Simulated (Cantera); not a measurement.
Cantera run, input and output.

```python
import numpy as np
import cantera as ct

surf = ct.Interface("diamond.yaml", "diamond_100")
gas, bulk = surf.adjacent["gas"], surf.adjacent["diamond"]
k = surf.kinetics_species_index(bulk.species_names[0])
cover = ["c6HH", "c6H*", "c6*H", "c6**", "c6HM", "c6B"]

rows, drift = [], 0.0
print(f"{'xCH3':>10s}{'um/h':>11s}" + "".join(f"{s:>11s}" for s in cover))
for v in [1e-06, 2.2e-06, 4.8e-06, 1.1e-05, 2.3e-05, 5.1e-05, 0.00011, 0.00025, 0.00055]:
    T, P, xH, xCH3 = 1173, 8800, 0.0029, v
    gas.TPX = T, P, {"H": xH, "CH3": xCH3, "CH4": 0.023, "H2": 1 - xH - xCH3 - 0.023}
    surf.TP = bulk.TP = T, P
    surf.coverages = "c6H*:0.1, c6HH:0.9"
    surf.advance_coverages(100.0)
    before = surf.coverages
    surf.advance_coverages(100.0)
    drift = max(drift, np.max(np.abs(surf.coverages - before) / (surf.coverages + 1e-9)))
    rate = surf.net_production_rates[k] * bulk.mean_molecular_weight / bulk.density * 3.6e9
    rows.append([rate, *surf[cover].coverages])
    print(f"{v:10.4g}{rate:11.4e}" + "".join(f"{x:11.3e}" for x in rows[-1][1:]))
```

Result:

```
      xCH3       um/h       c6HH       c6H*       c6*H       c6**       c6HM        c6B
     1e-06 3.6374e-02  4.633e-01  3.531e-02  4.764e-01  2.494e-02  3.688e-05  9.870e-11
   2.2e-06 8.0012e-02  4.633e-01  3.531e-02  4.764e-01  2.494e-02  8.113e-05  2.171e-10
   4.8e-06 1.7453e-01  4.632e-01  3.530e-02  4.763e-01  2.493e-02  1.770e-04  4.736e-10
   1.1e-05 3.9971e-01  4.630e-01  3.529e-02  4.761e-01  2.491e-02  4.053e-04  1.085e-09
   2.3e-05 8.3475e-01  4.627e-01  3.526e-02  4.757e-01  2.487e-02  8.465e-04  2.265e-09
   5.1e-05 1.8458e+00  4.620e-01  3.520e-02  4.749e-01  2.477e-02  1.872e-03  5.009e-09
   0.00011 3.9578e+00  4.604e-01  3.507e-02  4.731e-01  2.456e-02  4.016e-03  1.074e-08
   0.00025 8.8720e+00  4.569e-01  3.476e-02  4.690e-01  2.408e-02  9.011e-03  2.407e-08
   0.00055 1.8966e+01  4.495e-01  3.413e-02  4.604e-01  2.312e-02  1.930e-02  5.146e-08
```

Cantera simulation using the Harris–Goodwin 1993 mechanism for the reconstructed diamond (100) surface; the numbers are that mechanism's predictions, not measurements.
